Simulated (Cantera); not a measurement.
Charge: 1 mol Al₂O₃, 1.5 mol HCl, a varied amount of H₂, equilibrated at 1402 °C and 70.5 Torr.

These are equilibrium values from Cantera (NASA tables, ideal gas, pure condensed phases), not measurements of a reactor. Candidate condensed phases: Al, AlCl₃, Al₂O₃, H₂O; 29 gas species. The tables' values for AlCl₂ are old estimates; treat these amounts as uncertain. Equilibrium is a limit: real reactors are often held back by kinetics, nucleation or transport.

x: gas mole fraction; n: condensed amount in mol.

```csv
n(H₂) (mol),x HCl,x H₂,x H₂O,x AlCl₃,x Cl,n Al₂O₃(s)
0.039,0.961,0.0262,0.00642,0.00425,0.00176,0.997
0.066,0.945,0.0428,0.00629,0.00416,0.00135,0.997
0.11,0.920,?,0.00610,0.00402,?,0.997
0.19,0.877,0.113,0.00577,0.00378,0.000771,0.997
0.33,?,?,?,?,?,0.997
0.56,0.720,0.272,0.00458,0.00296,0.000408,0.997
0.96,0.603,0.391,0.00372,0.00237,0.000285,0.997
```

Some entries are withheld; supply them.


- 0.33, x HCl: 0.810
- 0.33, x H₂: 0.181
- 0.33, x H₂O: 0.00526
- 0.33, x AlCl₃: 0.00343
- 0.33, x Cl: 0.000563
- 0.11, x H₂: 0.0689
- 0.11, x Cl: 0.00104
